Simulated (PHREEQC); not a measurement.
Na3PO4 is added in steps, without added water, to 1 kg of water holding 0.0013 mol/kgw H2SO4 and 0.19 mol/kgw K2SO4, at 50 °C. Oxygen is held at 0.21 atm. The system is closed to CO2. The run lets Mirabilite precipitate or redissolve, and no other solid.

Base run: PHREEQC, ion-association model, wateq4f.dat. Each further column changes one thing. The table gives pH.

```
Na3PO4 added (mol)   base  temperature from 50 to 20 °C  H2SO4 left out  K2SO4 left out  no solid may form
------------------  -----  ----------------------------  --------------  --------------  -----------------
0                    3.47                          3.29            6.98            2.67               3.47
0.0855              11.49                             …           11.52               …              11.49
0.1568              11.62                         12.24           11.64           11.66              11.62
0.2422              11.71                         12.32           11.72               …              11.71
0.3277              11.77                         12.39           11.78           11.78              11.77
0.4133              11.82                         12.44           11.83           11.82              11.82
0.4845              11.85                         12.47           11.86           11.86              11.85
0.57                11.89                         12.51               …           11.89              11.89
```

Q: Some entries are withheld; supply them.

A: 
- 0.0855, temperature from 50 to 20 °C: 12.12
- 0.0855, K2SO4 left out: 11.56
- 0.2422, K2SO4 left out: 11.73
- 0.57, H2SO4 left out: 11.90

The ionic strength passes 0.7 mol/kgw, the rough limit of the ion-association models, in part of: base; temperature from 50 to 20 °C; H2SO4 left out; K2SO4 left out; no solid may form. H3PO4, which wateq4f.dat lacks, is added to it with the constant of phreeqc.dat. Away from 25 °C the constants follow the database's enthalpies or fits; those with neither stay at their 25 °C values.
